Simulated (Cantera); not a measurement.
Input (Python, Cantera):

```python
import numpy as np
import cantera as ct

gas = ct.Solution("gri30.yaml")
gas.TPX = 1025, 1000000, {'CO': 0.0084, 'O2': 0.019, 'H2O': 0.016, 'N2': 1}
inlet = ct.Reservoir(gas, clone=True)

reactor = ct.IdealGasConstPressureReactor(gas, energy="off", clone=False)
exhaust = ct.Reservoir(gas, clone=True)
tau = [1.3, 0.68, 0.35, 0.19, 0.097, 0.051, 0.027, 0.014, 0.0073, 0.0038][0]
for a, b in ((inlet, reactor), (reactor, exhaust)):
    ct.MassFlowController(a, b, mdot=lambda t: reactor.mass / tau)
net = ct.ReactorNet([reactor])
show = ['CO', 'O2', 'H2O', 'NO', 'H']

rows = []
print(f"{'tau/s':>10s}{'T/K':>9s}" + "".join(f"{s:>11s}" for s in show))
for tau in [1.3, 0.68, 0.35, 0.19, 0.097, 0.051, 0.027, 0.014, 0.0073, 0.0038]:
    net.initial_time = 0.0
    net.advance(30 * tau)
    before = gas.X
    net.advance(40 * tau)
    drift = np.max(np.abs(gas.X - before) / (gas.X + 1e-9))
    rows.append([gas.T, *gas[show].X, drift])
    print(f"{tau:10.3e}{gas.T:9.1f}" + "".join(f"{x:11.3e}" for x in gas[show].X))
```

It prints:

```
     tau/s      T/K         CO         O2        H2O         NO          H
 1.300e+00   1025.0  3.613e-03  1.602e-02  1.536e-02  2.059e-11  1.786e-09
 6.800e-01   1025.0  4.715e-03  1.657e-02  1.535e-02  1.113e-11  2.419e-09
 3.500e-01   1025.0  5.805e-03  1.710e-02  1.535e-02  4.894e-12  2.998e-09
 1.900e-01   1025.0  6.630e-03  1.751e-02  1.534e-02  1.988e-12  3.362e-09
 9.700e-02   1025.0  7.270e-03  1.782e-02  1.534e-02  6.588e-13  3.503e-09
 5.100e-02   1025.0  7.649e-03  1.801e-02  1.533e-02  2.150e-13  3.347e-09
 2.700e-02   1025.0  7.865e-03  1.812e-02  1.533e-02  6.820e-14  2.851e-09
 1.400e-02   1025.0  7.984e-03  1.818e-02  1.533e-02  1.842e-14  1.897e-09
 7.300e-03   1025.0  8.039e-03  1.820e-02  1.533e-02  2.107e-15  5.740e-10
 3.800e-03   1025.0  8.050e-03  1.821e-02  1.533e-02  2.256e-17  4.276e-11
```

Cantera simulation using GRI-Mech 3.0 (53 species, 325 reactions); the numbers are that mechanism's predictions, not measurements.
